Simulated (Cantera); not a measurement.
An isothermal, constant-pressure homogeneous reactor starts with 26.3 % C2H6, 73.7 % N2, at 1925 K and 0.513 atm.

Computed with Cantera and GRI-Mech 3.0 (53 species, 325 reactions). GRI-Mech 3.0 stops at C3 and has no aromatics, soot or wall deposition, so with more carbon than oxygen in the feed, carbon stays in small species such as C2H2 where larger ones or solid carbon would form.

Task: Predict: x(C2H6) at 100 s; x(CH4) at 100 s; x(CH2) at 100 s; x(HCN) at 100 s; x(CH3) at 100 s; x(C2H) at 100 s; x(C2H4) at 100 s.

Result: 
```
Quantity                                              Value
----------------  -----------------------------------------
x(C2H6) at 100 s    3.91e-8 (gas-phase equilibrium 2.40e-8)
x(CH4) at 100 s    0.00104 (gas-phase equilibrium 0.000816)
x(CH2) at 100 s     1.33e-7 (gas-phase equilibrium 1.04e-7)
x(HCN) at 100 s       0.00405 (gas-phase equilibrium 0.137)
x(CH3) at 100 s     4.73e-5 (gas-phase equilibrium 3.70e-5)
x(C2H) at 100 s     5.55e-6 (gas-phase equilibrium 3.38e-6)
x(C2H4) at 100 s  0.000313 (gas-phase equilibrium 0.000191)
```
